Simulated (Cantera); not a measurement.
A closed system holds: 1 mol V2O5, 1.8 mol H2, held at 1.20 bar.

Method: chemical equilibrium by Gibbs-energy minimisation in Cantera with the NASA 1993 tables (ideal gas, pure condensed phases). Candidate condensed phases: H2O, V, VO, V2O3, V2O4, V2O5; 12 gas species. Mutual solubility and eutectic melting of coexisting phases are not modelled. Condensed phases not in the tables: the oxides between V2O3 and V2O5 other than VO2. Kinetics and transport are ignored. All values below are at 1827 °C.

Base state: H2O 0.953, H2 0.0438, OH 0.00154, VO2 0.00111, H 0.000596, O2 0.000138, O 1.49e-5 (mole fractions); condensed: V2O3(s) + V2O4(l).

Task: What changes in the equilibrium state with this change: H2 from 1.8 to 0.72 mol?

Result: 
```csv
species,before,after
H2O,0.953,0.828
O2,0.000138,0.160
OH,0.00154,0.00838
H2,0.0438,0.00112
VO2,0.00111,0.00111
HO2,5.55e-8,1.03e-5
O,1.49e-5,0.000508
H,0.000596,9.52e-5
"V2O3(s), mol",0.722,0
"V2O4(l), mol",0.277,1.000
```
